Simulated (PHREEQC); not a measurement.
Synthetic water in mg/L, 25 °C, pH 7.7, pe 10.6:

| constituent | mg/L |
|---|---|
| Na | 58.7 |
| K | 14.5 |
| Ca | 35.5 |
| Mg | 0.529 |
| Cl | 42.1 |
| S(6) as SO4 | 103 |
| Alkalinity as HCO3 | 79.2 |
| N(5) as NO3 | 2.41 |
| Zn | 1.5 |
| Cd | 0.243 |
| B | 1.24 |
| Br | 4.2 |

Valence states are taken as typed.

Equilibrium calculation in PHREEQC: ion-association model, phreeqc.dat.

No solid was allowed to form.

Question: Estimate the specific conductance, charge-balance error.

Answer: specific conductance 520 µS/cm; charge-balance error 0.8 %.

Question: In which forms is C present?

Answer: HCO3- 94 %, CO2 3.9 %, CaHCO3+ 0.7 % of the C.

The solution is supersaturated, for example in Otavite, so a real one may precipitate; this is no full list. The database's zinc carbonate complexes are estimates, stronger than later reviews accept.
